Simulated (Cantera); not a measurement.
# Equilibrium for iron carbonyl, mercury and lead vapours: PbO + O2 + N2

Input: 1 mol PbO, 0.14 mol O2, 41 mol N2, held at 13.3 mbar.

Cantera equilibrium calculation (NASA polynomials, part measured and part estimated; ideal gas, pure solids and liquids). Candidate condensed phases: Pb, PbO, PbO2, Pb3O4; 12 gas species. Gases not in the tables: (PbO)n polymers. Equilibrium is a limit: real reactors are often held back by kinetics, nucleation or transport.

```csv
T (K),log p N2,log p PbO,log p Pb,log p O2,log p NO,log p O,log p NO2,n PbO(yellow),n PbO(l)
1125,-1.88,-4.92,-6.52,-4.34,-6.69,-10.51,-10.13,0.962,0
1175,-1.88,-4.39,-5.75,-4.34,-6.51,-10.00,-10.06,0,0.870
1225,-1.88,-3.95,-5.08,-4.31,-6.33,-9.53,-9.97,0,0.623
1275,-1.89,-3.54,-4.51,-4.23,-6.14,-9.07,-9.83,0,0
1325,-1.89,-3.57,-4.36,-4.18,-5.98,-8.65,-9.74,0,0
1375,-1.89,-3.59,-4.23,-4.14,-5.82,-8.26,-9.64,0,0
1425,-1.89,-3.62,-4.12,-4.09,-5.68,-7.90,-9.55,0,0
1475,-1.89,-3.66,-4.02,-4.04,-5.54,-7.56,-9.46,0,0
```
log p: log10 of the partial pressure in bar; n: condensed amount in mol.

At 1125 K the condensed part is PbO(yellow). From 1175 K to 1225 K the condensed part is PbO(l). From 1275 K to 1475 K nothing is condensed.
